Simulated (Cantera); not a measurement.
An isothermal plug-flow reactor at 725 K and 101000 Pa (inlet), inlet velocity 1.2 m/s, active area per volume 2000 1/m; feed 0.641 % CO, 1.36 % O2, 97.4 % N2, 0.629 % H2O, equivalence ratio 0.24.

Detailed kinetics in Cantera: Deutschmann's 1995 Pt surface mechanism with GRI-Mech 3.0 gas chemistry. Catalytic surfaces can have several steady states; this one follows from the mechanism file's or the stated starting coverage. Mass transfer to the wall is taken as infinitely fast.

x: gas mole fraction; θ: surface coverage.

| z (m) | x CO | x O2 | x H2O | x CO2 | θ free Pt | θ O* | θ OH* | θ CO* |
|---|---|---|---|---|---|---|---|---|
| 7.2e-05 | 0.00619 | 0.0135 | 0.00629 | 0.000216 | 0.0874 | 0.00458 | 0.000264 | 0.908 |
| 0.00013 | 0.00602 | 0.0134 | 0.00629 | 0.000394 | 0.0888 | 0.00470 | 0.000270 | 0.906 |
| 0.00023 | 0.00570 | 0.0132 | 0.00629 | … | 0.0913 | 0.00493 | 0.000280 | 0.903 |
| 0.00041 | 0.00508 | 0.0129 | 0.00629 | 0.00133 | 0.0970 | 0.00548 | 0.000305 | 0.897 |
| 0.00072 | 0.00383 | 0.0123 | 0.00629 | 0.00259 | 0.113 | 0.00723 | 0.000378 | 0.879 |
| 0.0013 | 0.000409 | 0.0106 | 0.00631 | 0.00602 | 0.0501 | 0.946 | 0.00288 | 0.000762 |
| 0.0023 | … | 0.0105 | 0.00631 | 0.00626 | … | 0.960 | 0.00250 | … |
| 0.0041 | 5.47e-5 | 0.0104 | 0.00631 | 0.00638 | 0.0338 | 0.964 | 0.00239 | 4.55e-5 |
| 0.0072 | 9.51e-6 | 0.0104 | 0.00631 | 0.00642 | 0.0327 | 0.965 | 0.00235 | 7.41e-6 |

### Question
Some entries are withheld; supply them.

### Answer

- 0.00023, x CO2: 0.000713
- 0.0023, x CO: 0.000171
- 0.0023, θ free Pt: 0.0371
- 0.0023, θ CO*: 0.000172
